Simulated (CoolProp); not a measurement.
A Linde-Hampson liquefier for dry air: isothermal reversible compression at 230 K from 1 atm to 20 MPa, throttling to 1 atm, return gas leaving the recuperator 5 K below the feed. Each further row changes one setting.

Values from CoolProp's reference Helmholtz-energy equation of state, Lemmon 2000. It is a pseudo-pure fit of the blend.

```json
[
 {"case": "as stated", "liquid yield per pass": "0.162", "compression work (kJ/kg of gas)": "337"},
 {"case": "high pressure 40 MPa", "liquid yield per pass": "___", "compression work (kJ/kg of gas)": "___"},
 {"case": "warm-end temperature 260 K", "liquid yield per pass": "___", "compression work (kJ/kg of gas)": "___"},
 {"case": "warm-end gap 10 K", "liquid yield per pass": "___", "compression work (kJ/kg of gas)": "337"}
]
```

Question: What belongs in the gaps?

Answer: 
- high pressure 40 MPa, liquid yield per pass: 0.198
- high pressure 40 MPa, compression work (kJ/kg of gas): 384
- warm-end temperature 260 K, liquid yield per pass: 0.112
- warm-end temperature 260 K, compression work (kJ/kg of gas): 388
- warm-end gap 10 K, liquid yield per pass: 0.150
